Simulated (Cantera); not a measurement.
A jet of CH4 : O2 : N2 = 0.018 : 0.096 : 0.79 (molar parts), equivalence ratio 0.37 at 300 K and 0.190 bar hits a platinum plate 9.8 cm away at a mass flux of 0.036 kg/m²/s; the plate temperature is set and raised in steps from an oxygen-covered start.

Computed with Cantera and Deutschmann's 1995 Pt surface mechanism with GRI-Mech 3.0 gas chemistry. Catalytic surfaces can have several steady states; this one follows from the mechanism file's or the stated starting coverage.

x: mole fraction at the wall; θ: surface coverage.

| plate T (K) | wall x CH4 | wall x O2 | wall x H2O | wall x OH | wall x CO | wall x CO2 | θ free Pt | θ O* | θ OH* |
|---|---|---|---|---|---|---|---|---|---|
| 850 | 0.0124 | 0.0901 | 0.0141 | <1e-8 | 3.12e-6 | 0.00925 | 0.119 | 0.880 | 0.00139 |
| 900 | 0.00799 | 0.0809 | 0.0222 | ___ | 2.87e-6 | 0.0146 | 0.178 | 0.820 | 0.00165 |
| 950 | 0.00504 | 0.0746 | 0.0276 | ___ | 2.50e-6 | 0.0182 | 0.243 | 0.755 | 0.00168 |
| 1000 | 0.00331 | 0.0710 | 0.0307 | ___ | 2.21e-6 | 0.0203 | 0.310 | 0.688 | 0.00159 |
| 1050 | 0.00230 | 0.0689 | 0.0325 | ___ | 2.03e-6 | 0.0214 | 0.377 | 0.622 | 0.00145 |
| 1100 | 0.00168 | 0.0677 | 0.0335 | ___ | 1.96e-6 | 0.0221 | 0.443 | 0.556 | 0.00130 |
| 1150 | 0.00104 | 0.0668 | 0.0345 | ___ | 3.45e-6 | 0.0225 | 0.506 | 0.493 | 0.00115 |

**Question.** What belongs in the gaps?

**Answer.** 
- 900, wall x OH: 2.37e-8
- 950, wall x OH: 6.86e-8
- 1000, wall x OH: 1.79e-7
- 1050, wall x OH: 4.18e-7
- 1100, wall x OH: 8.92e-7
- 1150, wall x OH: 1.83e-6
